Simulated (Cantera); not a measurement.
An adiabatic, constant-volume homogeneous reactor starts with C2H4 : O2 : N2 : H2O = 1 : 3.61 : 13.6 : 0.86 (molar parts), at 1150 K and 0.484 atm. Integrator tolerance rtol = 1e-08.

Model: GRI-Mech 3.0 (53 species, 325 reactions), integrated in Cantera. GRI-Mech 3.0 was tuned for natural gas; its chemistry of ethylene as a main component is partial and can be far from experiment.

What does this change do: initial temperature 1150 to 1448 K?


| quantity | before | after |
|---|---|---|
| time of steepest temperature rise | 1.04 ms | 77.7 µs |
| temperature at 2.00 s | 2714 K | 2789 K |
| equilibrium temperature | 2714 K | 2789 K |
| x(C2H4) at 2.00 s | <1e-12 (gas-phase equilibrium <1e-12) | <1e-12 (gas-phase equilibrium <1e-12) |
| x(O2) at 2.00 s | 0.0387 (gas-phase equilibrium 0.0387) | 0.0411 (gas-phase equilibrium 0.0411) |
| x(H2O) at 2.00 s | 0.124 (gas-phase equilibrium 0.124) | 0.115 (gas-phase equilibrium 0.115) |
| x(C2H2) at 2.00 s | <1e-12 (gas-phase equilibrium <1e-12) | <1e-12 (gas-phase equilibrium <1e-12) |
| x(H2O2) at 2.00 s | 2.88e-7 (gas-phase equilibrium 2.88e-7) | 2.86e-7 (gas-phase equilibrium 2.86e-7) |
| x(C2H6) at 2.00 s | <1e-12 (gas-phase equilibrium <1e-12) | <1e-12 (gas-phase equilibrium <1e-12) |

What does this change do: pressure from 0.484 atm to 3.26 atm?


| quantity | before | after |
|---|---|---|
| time of steepest temperature rise | 1.04 ms | 1.99 ms |
| temperature at 2.00 s | 2714 K | 2848 K |
| equilibrium temperature | 2714 K | 2848 K |
| x(C2H4) at 2.00 s | <1e-12 (gas-phase equilibrium <1e-12) | <1e-12 (gas-phase equilibrium <1e-12) |
| x(O2) at 2.00 s | 0.0387 (gas-phase equilibrium 0.0387) | 0.0346 (gas-phase equilibrium 0.0346) |
| x(H2O) at 2.00 s | 0.124 (gas-phase equilibrium 0.124) | 0.131 (gas-phase equilibrium 0.131) |
| x(C2H2) at 2.00 s | <1e-12 (gas-phase equilibrium <1e-12) | <1e-12 (gas-phase equilibrium <1e-12) |
| x(H2O2) at 2.00 s | 2.88e-7 (gas-phase equilibrium 2.88e-7) | 9.56e-7 (gas-phase equilibrium 9.56e-7) |
| x(C2H6) at 2.00 s | <1e-12 (gas-phase equilibrium <1e-12) | <1e-12 (gas-phase equilibrium <1e-12) |

What does this change do: constant pressure in place of constant volume?


```tsv
quantity	before	after
time of steepest temperature rise	1.04 ms	1.07 ms
temperature at 2.00 s	2714 K	2525 K
equilibrium temperature	2714 K	2525 K
x(C2H4) at 2.00 s	<1e-12 (gas-phase equilibrium <1e-12)	<1e-12 (gas-phase equilibrium <1e-12)
x(O2) at 2.00 s	0.0387 (gas-phase equilibrium 0.0387)	0.0371 (gas-phase equilibrium 0.0371)
x(H2O) at 2.00 s	0.124 (gas-phase equilibrium 0.124)	0.131 (gas-phase equilibrium 0.131)
x(C2H2) at 2.00 s	<1e-12 (gas-phase equilibrium <1e-12)	<1e-12 (gas-phase equilibrium <1e-12)
x(H2O2) at 2.00 s	2.88e-7 (gas-phase equilibrium 2.88e-7)	1.31e-7 (gas-phase equilibrium 1.31e-7)
x(C2H6) at 2.00 s	<1e-12 (gas-phase equilibrium <1e-12)	<1e-12 (gas-phase equilibrium <1e-12)
```
